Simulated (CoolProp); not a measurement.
Properties of the fluoroketone C6F12O (FK-5-1-12) along the isobar 0.948 MPa (Tc = 441.8 K, pc = 1.869 MPa, ω = 0.471).

Model: reference Helmholtz-energy equation of state, McLinden 2015, in CoolProp.

```csv
T (K),phase,cp (kJ/(kg K)),cv (kJ/(kg K)),speed of sound (m/s),Joule-Thomson coefficient (K/MPa),isothermal compressibility (1/MPa),fugacity coefficient
376.9,liquid,[?],0.9529,[?],0.1590,0.01269,0.4480
394.5,liquid,1.254,0.9743,217.5,0.4689,0.02185,0.6247
412.1,gas,1.132,0.9854,73.58,18.36,1.709,0.7752
429.7,gas,1.091,0.9936,82.78,13.36,1.464,0.8091
447.2,gas,1.081,[?],89.46,10.58,1.349,0.8361
464.8,gas,1.082,1.018,94.90,8.747,1.279,0.8584
482.4,gas,1.089,1.033,[?],7.430,1.232,[?]
500,gas,1.100,1.049,[?],6.433,1.199,0.8929
```

Task: Some entries are withheld; supply them.

Result: 
- 376.9, cp (kJ/(kg K)): 1.200
- 376.9, speed of sound (m/s): 273.1
- 447.2, cv (kJ/(kg K)): 1.005
- 482.4, speed of sound (m/s): 99.54
- 482.4, fugacity coefficient: 0.8771
- 500, speed of sound (m/s): 103.6
